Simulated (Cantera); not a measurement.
# Equilibrium for abatement and gas-phase synthesis: SF6 + SO2

Input: 1 mol SF6, a varied amount of SO2, at 3025 K and 13000 Pa.

Method: chemical equilibrium by Gibbs-energy minimisation in Cantera with the NASA 1993 tables (ideal gas, pure condensed phases). Candidate condensed phases: S; 25 gas species. The tables' values for SOF2 are old estimates; treat these amounts as uncertain. Equilibrium is a limit: real reactors are often held back by kinetics, nucleation or transport.

From 0.022 mol SO2 to 0.29 mol SO2 nothing is condensed.

```
n(SO2) (mol)    x F     x S     x SO    x S2    x SF
------------  -----  ------  -------  ------  ------
0.022         0.865  0.0966  0.00553  0.0164  0.0143
0.029         0.864  0.0961  0.00723  0.0162  0.0142
0.038         0.863  0.0955  0.00937  0.0160  0.0140
0.049         0.861  0.0947   0.0119  0.0158  0.0139
0.063         0.858  0.0938   0.0151  0.0155  0.0137
0.081         0.855  0.0926   0.0189  0.0151  0.0135
0.11          0.851  0.0908   0.0249  0.0145  0.0132
0.14          0.846  0.0890   0.0307  0.0139  0.0128
0.18          0.839  0.0868   0.0378  0.0132  0.0124
0.23          0.831  0.0843   0.0460  0.0125  0.0119
0.29          0.822  0.0815   0.0548  0.0117  0.0114
```
x: gas mole fraction; nothing condenses.
